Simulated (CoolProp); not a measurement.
Vapour pressure (MPa) of dimethyl carbonate: the reference equation beside estimates from Tc = 557.0 K, pc = 4.909 MPa, ω = 0.346. Clausius-Clapeyron is anchored at 447.7 K with a constant enthalpy of vaporisation of 27.70 kJ/mol.

Model: reference Helmholtz-energy equation of state, Zhou 2011, in CoolProp.

| T (K) | reference | Lee-Kesler | Clausius-Clapeyron | van der Waals | Redlich-Kwong | Soave-Redlich-Kwong | Peng-Robinson |
|---|---|---|---|---|---|---|---|
| 398.6 | 0.2781 | 0.2795 | 0.3349 | 1.100 | 0.5157 | 0.2792 | 0.2781 |
| 414.9 | 0.4143 | 0.4194 | 0.4651 | 1.341 | 0.7101 | 0.4194 | 0.4160 |
| 431.3 | 0.5979 | 0.6083 | 0.6312 | 1.615 | 0.9528 | 0.6097 | 0.6030 |
| 447.7 | 0.8377 | 0.8551 | 0.8377 | 1.923 | 1.248 | 0.8595 | 0.8485 |
| 464 | 1.142 | 1.168 | 1.088 | 2.263 | 1.599 | 1.178 | 1.162 |
| 480.4 | 1.527 | 1.561 | 1.390 | 2.641 | 2.014 | 1.579 | 1.558 |
| 496.8 | 2.004 | 2.047 | 1.748 | 3.056 | 2.496 | 2.075 | 2.050 |
| 513.1 | 2.586 | 2.635 | 2.163 | 3.505 | 3.046 | 2.673 | 2.646 |

Absolute difference from the reference over all 8 rows, mean and median: Lee-Kesler 1.8 and 2.0 %, Clausius-Clapeyron 10.1 and 10.6 %, van der Waals 134.8 and 113.9 %, Redlich-Kwong 47.4 and 44.5 %, Soave-Redlich-Kwong 2.5 and 2.9 %, Peng-Robinson 1.4 and 1.5 %.
